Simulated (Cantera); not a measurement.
Cantera with NASA thermochemical tables; ideal gases at 1 bar, condensed phases pure. Values are per mole of reaction as written; species without (g) are pure solids or liquids, kept so even where they would boil at 1 bar. The tables' values for C₂F₄ are old estimates.

Q: Between 300 and 2448 K, where is each reaction favourable under standard conditions?
- C₂F₄(g) + 2 CuF₂ ⇌ 2 Cu + 2 CF₄(g)

A: 
- C₂F₄(g) + 2 CuF₂ ⇌ 2 Cu + 2 CF₄(g): ΔG° is -170 kJ at 300 K and -208 kJ at 2448 K; it stays negative (K > 1). ΔH° is -324 kJ and ΔS° -47 J/K at 2448 K.
